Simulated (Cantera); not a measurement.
Feed: 1 mol Fe, 3.3 mol NH3, 60 mol N2, equilibrated at 5.80 bar.

Method: chemical equilibrium by Gibbs-energy minimisation in Cantera with the NASA 1993 tables (ideal gas, pure condensed phases). Candidate condensed phases: Fe; 10 gas species. Equilibrium is a limit: real reactors are often held back by kinetics, nucleation or transport.

Task: Which condensed phases are stable at each of these points (T (K)): 900, 1000, 1100, 1200, 1300, 1400, 1500, 1600?

Result: 
| T (K) | condensed phases | Fe condensed (%) |
|---|---|---|
| 900 | Fe(α) | 100.0 |
| 1000 | Fe(α) | 100.0 |
| 1100 | Fe(α) | 100.0 |
| 1200 | Fe(γ) | 100.0 |
| 1300 | Fe(γ) | 100.0 |
| 1400 | Fe(γ) | 100.0 |
| 1500 | Fe(γ) | 100.0 |
| 1600 | Fe(γ) | 100.0 |

From 900 K to 1100 K the condensed part is Fe(α). From 1200 K to 1600 K the condensed part is Fe(γ).
